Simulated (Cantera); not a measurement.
Feed: 1 mol TiO₂, 2.6 mol HCl, 0.27 mol H₂, held at 1648.15 K and 7.50 Torr.

Method: chemical equilibrium by Gibbs-energy minimisation in Cantera with the NASA 1993 tables (ideal gas, pure condensed phases). Candidate condensed phases: H₂O, Ti, TiCl₂, TiCl₃, TiCl₄, TiO, TiO₂, Ti₂O₃, Ti₃O₅, Ti₄O₇; 23 gas species. Mutual solubility and eutectic melting of coexisting phases are not modelled. Condensed phases not in the tables: Magnéli phases beyond Ti₄O₇. Equilibrium is a limit: real reactors are often held back by kinetics, nucleation or transport.

Base state: HCl 0.899, H₂ 0.0931, H₂O 0.00405, Cl 0.00206, TiCl₃ 0.000950, TiCl₄ 0.000355, H 0.000272, TiOCl₂ 2.26e-5 (mole fractions); condensed: TiO₂(rutile) + Ti₄O₇(s).

Question: What changes in the equilibrium state with this change: temperature from 1648.15 K to 1075 K?

Answer: 
```json
[
 {"species": "HCl", "before": "0.899", "after": "0.904"},
 {"species": "H₂", "before": "0.0931", "after": "0.0941"},
 {"species": "H₂O", "before": "0.00405", "after": "0.00112"},
 {"species": "Cl", "before": "0.00206", "after": "3.91e-7"},
 {"species": "TiCl₄", "before": "0.000355", "after": "0.000548"},
 {"species": "TiOCl₂", "before": "2.26e-5", "after": "<1e-9"},
 {"species": "H", "before": "0.000272", "after": "4.50e-8"},
 {"species": "TiCl₃", "before": "0.000950", "after": "1.10e-5"},
 {"species": "TiO₂(rutile), mol", "before": "0.980", "after": "0.998"},
 {"species": "Ti₄O₇(s), mol", "before": "0.00401", "after": "0"}
]
```
Condensed phases not in the tables: TiOCl.

Question: What changes in the equilibrium state with this change: temperature from 1648.15 K to 1348 K?

Answer: 
```
species              before     after
-----------------  --------  --------
HCl                   0.899     0.903
H₂                   0.0931    0.0941
H₂O                 0.00405   0.00188
Cl                  0.00206   5.68e-5
TiCl₄              0.000355  0.000697
TiOCl₂              2.26e-5   2.48e-7
H                  0.000272   7.10e-6
TiCl₃              0.000950  0.000245
TiO₂(rutile), mol     0.980     0.997
Ti₄O₇(s), mol       0.00401         0
```

Question: What changes in the equilibrium state with this change: H₂ from 0.27 to 3.5 mol?

Answer: 
| species | before | after |
|---|---|---|
| H₂ | 0.0931 | 0.549 |
| HCl | 0.899 | 0.426 |
| H₂O | 0.00405 | 0.0239 |
| TiCl₃ | 0.000950 | 7.02e-6 |
| TiCl₄ | 0.000355 | 5.12e-7 |
| TiOCl₂ | 2.26e-5 | 8.56e-7 |
| Cl | 0.00206 | 0.000402 |
| H | 0.000272 | 0.000661 |
| TiO₂(rutile), mol | 0.980 | 0.417 |
| Ti₄O₇(s), mol | 0.00401 | 0.146 |
